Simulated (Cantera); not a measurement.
A closed system holds: 1 mol SiHCl3, 0.2 mol C2H2, a varied amount of H2, 0.19 mol CH4, equilibrated at 2150 K and 398 Torr.

Points: n(H2) (mol) = 160, 240, 310, 380, 450, 530, 600, 670.

Cantera's Mixture.equilibrate('TP', solver="vcs", rtol=1e-11, max_steps=5000) on the NASA tables stopped like this:

```
ERROR: FAILURE its = 5001!

*******************************************************************************
CanteraError thrown by MultiPhase::equilibrate:
VCS solver failed. Return code: -1
*******************************************************************************
```

### Question
What got this run through?

### Answer
This is not unique; one that fits is The failure is numerical, not chemical. The same input converged with solver="gibbs", rtol=1e-10, max_steps=50000, and the result passed a check of the equilibrium conditions:
```
log10 of partial pressures in bar; condensed amounts in mol
     n(H2)        H2       HCL         H     SiCL2        Si      SiH2     Si(L)    SiC(b)
       160    -0.286    -2.045    -2.518    -3.495    -3.649    -3.916     0.169    0.5788
       240    -0.284    -2.209    -2.517    -3.827    -3.649    -3.914    0.1349    0.5732
       310    -0.283    -2.315    -2.516    -4.040    -3.649    -3.912   0.09331    0.5683
       380    -0.282    -2.400    -2.516    -4.210    -3.649    -3.912   0.04672    0.5635
       450    -0.281    -2.471    -2.516    -4.355    -3.651    -3.914         0    0.5584
       530    -0.281    -2.539    -2.515    -4.539    -3.699    -3.961         0    0.5486
       600    -0.281    -2.591    -2.515    -4.680    -3.736    -3.997         0    0.5386
       670    -0.280    -2.637    -2.515    -4.804    -3.767    -4.028         0    0.5273
```

The gas is ideal and each condensed phase is pure. Mutual solubility and eutectic melting of coexisting phases are not modelled. The tables' values for SiCl are old estimates; treat these amounts as uncertain. Gases not in the tables: Si2H6 and higher silanes.
